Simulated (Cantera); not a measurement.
Input (Python, Cantera) and output of one run.

```python
import numpy as np
import cantera as ct

gas_names = """
    H HO2 H2 H2O H2O2 H2S H2SO4 Mg MgH MgO MgOH MgO2H2 MgS Mg2 O OH O2 O3 S SH SO SO2 SO3 S2 S2O S8
""".split()
cond_names = """
    H2O(s) H2O(L) H2SO4(L) Mg(cr) Mg(L) MgO(s) MgO(L) MgO2H2(s) MgS(s) MgSO4(s) MgSO4(L) S(cr1) S(cr2)
    S(L)
""".split()


# ... load() reads the species with a 1 bar reference pressure and builds the phases ...
atoms = {
    'MgO': {'Mg': 1, 'O': 1},
    'SO2': {'S': 1, 'O': 2},
    'H2O': {'H': 2, 'O': 1},
    'H2S': {'H': 2, 'S': 1},
}
top_T = {'MgS(s)': 2250}  # K; cautious upper limits of use, not melting points


# ... equilibrate(T, P, feed) seeds the gas with the atoms and calls Mixture.equilibrate('TP', solver="vcs", rtol=1e-11, max_steps=5000) ...
results = []
feed = {'MgO': 1, 'SO2': 2.4, 'H2O': 0.56, 'H2S': 0.15}  # mol
P = 410000  # Pa
for T in [623, 698, 773, 848, 923, 998, 1073, 1148, 1223, 1298, 1373, 1448, 1523]:
    mix = equilibrate(T, P, feed)
    results.append((T, P, feed, dict(zip(mix.species_names, mix.species_moles))))

top = {s: max(r[3][s] / sum(r[3][g] for g in gas_names) for r in results) for s in gas_names}
cols = sorted((s for s in top if top[s] > 0.001), key=lambda s: -top[s])[:7]
seen = [c for c in cond_names if any(r[3].get(c, 0) > 1e-12 for r in results)]
print("log10 of partial pressures in bar; condensed amounts in mol")
print(f"{'T/K':>10s}" + "".join(f"{s[:9]:>10s}" for s in cols + seen))
for T, P, feed, n in results:
    ng = sum(n[g] for g in gas_names)
    print(f"{T:10.4g}" + "".join(f"{np.log10(max(n[s] / ng * P / 1e5, 1e-99)):10.3f}" for s in cols)
          + "".join(f"{n.get(c, 0):10.4g}" for c in seen))
```

Output:

```
log10 of partial pressures in bar; condensed amounts in mol
       T/K       SO2       H2O        S2       H2S        S8       S2O        H2    MgO(s)  MgSO4(s)      S(L)
       623     0.335     0.261    -2.709    -1.582    -1.078    -2.972    -5.170         0         1    0.4514
       698     0.322     0.227    -1.707    -1.073    -0.690    -2.264    -4.367         0         1         0
       773     0.321     0.192    -1.008    -0.755    -0.795    -1.770    -3.756         0         1         0
       848     0.307     0.137    -0.501    -0.564    -1.138    -1.420    -3.286         0         1         0
       923     0.485    -0.054    -1.006    -1.340    -5.133    -1.730    -3.361         1         0         0
       998     0.484    -0.051    -0.983    -1.417    -6.708    -1.729    -3.068         1         0         0
      1073     0.484    -0.049    -0.966    -1.486    -8.068    -1.731    -2.816         1         0         0
      1148     0.483    -0.048    -0.954    -1.547    -9.254    -1.735    -2.596         1         0         0
      1223     0.483    -0.047    -0.946    -1.602   -10.296    -1.739    -2.403         1         0         0
      1298     0.483    -0.047    -0.941    -1.652   -11.221    -1.745    -2.232         1         0         0
      1373     0.482    -0.047    -0.938    -1.697   -12.048    -1.751    -2.080         1         0         0
      1448     0.482    -0.048    -0.938    -1.740   -12.794    -1.759    -1.945         1         0         0
      1523     0.482    -0.049    -0.941    -1.781   -13.474    -1.768    -1.823         1         0         0
```

These are equilibrium values from Cantera (NASA tables, ideal gas, pure condensed phases), not measurements of a reactor. Gases not in the tables: S3 to S7.
